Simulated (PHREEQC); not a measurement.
Make-up at 20 °C: 2.3 mmol/kgw CdSO4, 0.13 mmol/kgw KCl and 1.5 mmol/kgw FeSO4. Closed to the air; pH follows from the charge balance.

Model: ion-association model, wateq4f.dat, run in PHREEQC.

Precipitation was switched off in this run.

Task: Order these S species by the share of S that they hold, largest first: CdSO4, SO4-2, FeSO4, Cd(SO4)2-2.

Result: SO4-2 (77 %), CdSO4 (15 %), FeSO4 (6.6 %), Cd(SO4)2-2 (1.0 %)

The pH is 6.33 and the ionic strength 0.0119 mol/kgw. Species that the database lacks are ignored.
